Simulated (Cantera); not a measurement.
## Ignition delay

Mixture: C2H4 : O2 : N2 : CO2 = 1 : 2.5 : 9.4 : 0.62 (molar parts), at 330 Torr, adiabatic and at constant volume. Ignition delay is the time to a rise of 400 K.

Cantera simulation using GRI-Mech 3.0 (53 species, 325 reactions); the numbers are that mechanism's predictions, not measurements. GRI-Mech 3.0 was tuned for natural gas; its chemistry of ethylene as a main component is partial and can be far from experiment. Where the delays flatten at high temperature, the 400 K rule measures the pace of heat release, not the induction time.

| T0 (K) | delay (ms) |
|---|---|
| 1323 | 0.157 |
| 1373 | 0.116 |
| 1423 | 0.0895 |
| 1473 | 0.0713 |
| 1523 | 0.0582 |
| 1573 | 0.0484 |
| 1623 | 0.0408 |
| 1673 | 0.0349 |
| 1723 | 0.0302 |
| 1773 | 0.0263 |

* **apparent activation energy between 1673 and 1773 K**: 70 kJ/mol
